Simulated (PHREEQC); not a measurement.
**Leach liquor: an equilibrium model**

Solution (25 °C): 0.014 mol/kgw HCl, 0.013 mol/kgw CuSO4 and 0.022 mol/kgw Na2SO4. Closed to the air; pH follows from the charge balance.

Equilibrium calculation in PHREEQC: ion-association model, phreeqc.dat.

```json
{
  "pH": "2.20",
  "ionic_strength": "0.0948 mol/kgw",
  "specific_conductance": "8210 µS/cm",
  "density": "1.002 g/cm³",
  "total_alkalinity": "-14.0 meq/kg"
}
```

```json
[
 {"species": "Na+", "molality": "0.0423", "activity": "0.0333", "log γ": "-0.103"},
 {"species": "SO4-2", "molality": "0.0217", "activity": "0.00823", "log γ": "-0.421"},
 {"species": "Cl-", "molality": "0.0139", "activity": "0.0107", "log γ": "-0.113"},
 {"species": "Cu+2", "molality": "0.00772", "activity": "0.00314", "log γ": "-0.391"},
 {"species": "H+", "molality": "0.00759", "activity": "0.00628", "log γ": "-0.082"},
 {"species": "HSO4-", "molality": "0.00641", "activity": "0.00503", "log γ": "-0.106"},
 {"species": "CuSO4", "molality": "0.00516", "activity": "0.00527", "log γ": "0.009"},
 {"species": "NaSO4-", "molality": "0.00174", "activity": "0.00137", "log γ": "-0.102"},
 {"species": "CuCl+", "molality": "0.000117", "activity": "9.04e-5", "log γ": "-0.112"},
 {"species": "CuCl2", "molality": "5.08e-7", "activity": "5.19e-7", "log γ": "0.009"},
 {"species": "CuOH+", "molality": "6.45e-9", "activity": "4.99e-9", "log γ": "-0.112"}
]
```

This is a speciation only: nothing precipitates in the calculation. Species that the database lacks are ignored.
